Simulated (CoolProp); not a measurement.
Model: reference Helmholtz-energy equation of state, Zhou 2012, in CoolProp.

**Question.** Give the vapour pressure (kPa), liquid cp (kJ/(kg K)), vapour Z, surface tension (mN/m) of saturated p-xylene at 102.05, 149.65, 165.55 °C.

**Answer.** 
```tsv
T (°C)	p (kPa)	liquid cp (kJ/(kg K))	vapour Z	surface tension (mN/m)
102.05	34.4	1.98	0.978	19.9
149.65	136	2.16	0.942	15.2
165.55	199	2.22	0.925	13.7
```

Surface tension comes from a separate correlation (Mulero 2014).
